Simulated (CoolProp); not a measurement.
Vapour-liquid equilibrium of R134a (1) + R123 (2) at 0.0199 MPa; x and y are mole fractions of (1).

Computed with CoolProp (multi-fluid Helmholtz-energy mixture model, Tillner-Roth 1994 and Younglove 1994; pair parameters Bell 2016).

| x | bubble temperature (°C) | y at the bubble point | dew temperature at overall composition x (°C) | liquid density (mol/L) |
|---|---|---|---|---|
| 0.05 | -20.9 | 0.450 | -11.3 | 10.43 |
| 0.15 | -33.4 | 0.761 | -13.3 | 10.88 |
| 0.25 | -40.4 | 0.864 | -15.6 | 11.28 |
| 0.35 | -44.8 | 0.910 | -18.1 | 11.65 |
| 0.45 | -47.8 | 0.936 | -20.9 | 12.02 |
| 0.55 | -50.0 | 0.952 | -24.1 | 12.39 |
| 0.65 | -51.7 | 0.964 | -27.9 | 12.79 |
| 0.75 | -53.1 | 0.974 | -32.7 | 13.20 |
| 0.85 | -54.5 | 0.984 | -39.2 | 13.63 |
| 0.95 | -55.8 | 0.994 | -49.6 | 14.10 |

No azeotrope shows between x = 0.05 and 0.95.

Pair parameters are fitted to limited data, so mixtures are less certain than the pure fluids.
